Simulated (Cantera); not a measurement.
# Hydrocarbon pyrolysis for carbon deposition

An isothermal, constant-pressure homogeneous reactor starts with C3H8 : H2 = 1 : 2.9 (molar parts), at 2000 K and 13300 Pa.

Detailed kinetics in Cantera: GRI-Mech 3.0 (53 species, 325 reactions). GRI-Mech 3.0 was tuned for natural gas; its chemistry of propane as a main component is partial and can be far from experiment. GRI-Mech 3.0 stops at C3 and has no aromatics, soot or wall deposition, so with more carbon than oxygen in the feed, carbon stays in small species such as C2H2 where larger ones or solid carbon would form.

```json
[
 {"t (s)": "2.00e-5", "x C3H8": "0.000126", "x H2": "0.603", "x C2H6": "0.00222", "x C2H4": "0.0816", "x CH3": "0.0492"},
 {"t (s)": "6.55e-5", "x C3H8": "1.38e-6", "x H2": "0.648", "x C2H6": "0.000457", "x C2H4": "0.0285", "x CH3": "0.0180"},
 {"t (s)": "0.000215", "x C3H8": "3.00e-7", "x H2": "0.676", "x C2H6": "0.000168", "x C2H4": "0.00671", "x CH3": "0.00977"},
 {"t (s)": "0.000703", "x C3H8": "1.00e-7", "x H2": "0.706", "x C2H6": "8.16e-5", "x C2H4": "0.00222", "x CH3": "0.00681"},
 {"t (s)": "0.00230", "x C3H8": "1.44e-8", "x H2": "0.743", "x C2H6": "2.27e-5", "x C2H4": "0.000695", "x CH3": "0.00370"},
 {"t (s)": "0.00754", "x C3H8": "6.44e-10", "x H2": "0.767", "x C2H6": "2.85e-6", "x C2H4": "0.000219", "x CH3": "0.00138"},
 {"t (s)": "0.0247", "x C3H8": "1.42e-11", "x H2": "0.776", "x C2H6": "2.17e-7", "x C2H4": "0.000156", "x CH3": "0.000393"},
 {"t (s)": "0.0809", "x C3H8": "<1e-12", "x H2": "0.778", "x C2H6": "2.15e-8", "x C2H4": "0.000151", "x CH3": "0.000119"},
 {"t (s)": "0.265", "x C3H8": "<1e-12", "x H2": "0.779", "x C2H6": "8.24e-9", "x C2H4": "0.000151", "x CH3": "6.69e-5"},
 {"t (s)": "0.869", "x C3H8": "<1e-12", "x H2": "0.779", "x C2H6": "7.89e-9", "x C2H4": "0.000151", "x CH3": "6.50e-5"},
 {"t (s)": "2.85", "x C3H8": "<1e-12", "x H2": "0.779", "x C2H6": "7.89e-9", "x C2H4": "0.000151", "x CH3": "6.50e-5"},
 {"t (s)": "9.32", "x C3H8": "<1e-12", "x H2": "0.779", "x C2H6": "7.89e-9", "x C2H4": "0.000151", "x CH3": "6.50e-5"},
 {"t (s)": "30.5", "x C3H8": "<1e-12", "x H2": "0.779", "x C2H6": "7.89e-9", "x C2H4": "0.000151", "x CH3": "6.50e-5"},
 {"t (s)": "100", "x C3H8": "<1e-12", "x H2": "0.779", "x C2H6": "7.89e-9", "x C2H4": "0.000151", "x CH3": "6.50e-5"}
]
```
x: mole fraction; the columns are a selection and need not sum to one.

Equilibrium at this temperature and pressure: C3H8 <1e-12, H2 0.779, C2H6 7.90e-9, C2H4 0.000151, CH3 6.50e-5 (gas phase only).
